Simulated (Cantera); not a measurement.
A Cantera script and its output.

```python
import numpy as np
import cantera as ct

gas = ct.Solution("gri30.yaml")
gas.TPX = 1100, 1333, {'N2O': 1, 'H2O': 0.14}
reactor = ct.IdealGasConstPressureReactor(gas, energy="off", clone=False)
net = ct.ReactorNet([reactor])
net.rtol, net.atol = 1e-08, 1e-18
show = ['N2O', 'H2O', 'NO', 'O', 'HO2', 'O2', 'H2O2']
times = np.geomspace(3e-05, 50, 15)

steps = ct.SolutionArray(gas, extra=["t"])
rows = []
print(f"{'t/s':>10s}{'T/K':>9s}{'P/Pa':>11s}" + "".join(f"{s:>11s}" for s in show))
for t in times:
    while net.time < t:
        t_next = net.step()
        steps.append(gas.state, t=t_next)
    rows.append([np.interp(t, steps.t, y) for y in (steps.T, steps.P, *steps(*show).X.T)])
    print(f"{t:10.3e}{rows[-1][0]:9.1f}{rows[-1][1]:11.4g}" + "".join(f"{x:11.3e}" for x in rows[-1][2:]))
rate = np.gradient(steps.T, steps.t)
print("integrator steps:", len(steps.t))
if steps.T.max() > steps.T[0] + 200:
    print(f"time of steepest temperature rise: {steps.t[rate.argmax()]:.4e} s")
gas.TPX = 1100, 1333, {'N2O': 1, 'H2O': 0.14}
gas.equilibrate("TP")
print(f"equilibrium (TP): T = {gas.T:.1f} K  " + "  ".join(f"{s} {gas[s].X[0]:.3e}" for s in show))
```

It prints:

```
       t/s      T/K       P/Pa        N2O        H2O         NO          O        HO2         O2       H2O2
 3.000e-05   1100.0       1333  8.772e-01  1.228e-01  6.075e-11  2.150e-08  1.485e-14  4.149e-10  5.833e-21
 8.347e-05   1100.0       1333  8.772e-01  1.228e-01  4.580e-10  5.749e-08  3.135e-13  3.128e-09  3.453e-19
 2.323e-04   1100.0       1333  8.772e-01  1.228e-01  3.299e-09  1.436e-07  6.393e-12  2.253e-08  1.998e-17
 6.462e-04   1100.0       1333  8.772e-01  1.228e-01  2.118e-08  3.030e-07  1.185e-10  1.446e-07  1.069e-15
 1.798e-03   1100.0       1333  8.772e-01  1.228e-01  1.071e-07  4.550e-07  1.820e-09  7.315e-07  4.967e-14
 5.003e-03   1100.0       1333  8.772e-01  1.228e-01  3.946e-07  4.874e-07  2.060e-08  2.696e-06  1.801e-12
 1.392e-02   1100.0       1333  8.772e-01  1.228e-01  1.205e-06  4.873e-07  1.755e-07  8.244e-06  6.497e-11
 3.873e-02   1100.0       1333  8.771e-01  1.228e-01  3.445e-06  4.871e-07  1.098e-06  2.385e-05  3.377e-09
 1.078e-01   1100.0       1333  8.770e-01  1.228e-01  9.300e-06  4.866e-07  3.215e-06  6.959e-05  7.451e-08
 2.998e-01   1100.0       1333  8.766e-01  1.228e-01  2.286e-05  4.864e-07  3.390e-06  2.020e-04  1.432e-07
 8.343e-01   1100.0       1333  8.754e-01  1.227e-01  5.307e-05  4.845e-07  2.819e-06  5.707e-04  9.676e-08
 2.321e+00   1100.0       1333  8.722e-01  1.226e-01  1.259e-04  4.744e-07  2.317e-06  1.592e-03  6.457e-08
 6.459e+00   1100.0       1333  8.635e-01  1.222e-01  3.455e-04  4.517e-07  1.732e-06  4.411e-03  3.643e-08
 1.797e+01   1100.0       1333  8.400e-01  1.212e-01  1.052e-03  4.212e-07  1.071e-06  1.207e-02  1.491e-08
 5.000e+01   1100.0       1333  7.794e-01  1.187e-01  3.069e-03  3.929e-07  5.417e-07  3.196e-02  5.086e-09
integrator steps: 933
equilibrium (TP): T = 1100.0 K  N2O 6.912e-10  H2O 8.536e-02  NO 9.059e-05  O 1.201e-08  HO2 1.655e-09  O2 3.048e-01  H2O2 4.917e-11
```

Cantera simulation using GRI-Mech 3.0 (53 species, 325 reactions); the numbers are that mechanism's predictions, not measurements. GRI-Mech 3.0 was tuned for natural gas; its chemistry of N2O as a main component is partial and can be far from experiment. Radical loss at walls, strong at low pressure, is not modelled. The mechanism lacks the step 2 NO + O2 → 2 NO2, which can matter for NO2 below about 1400 K. The temperature is held fixed by assumption; the heat of reaction is taken as removed at once.
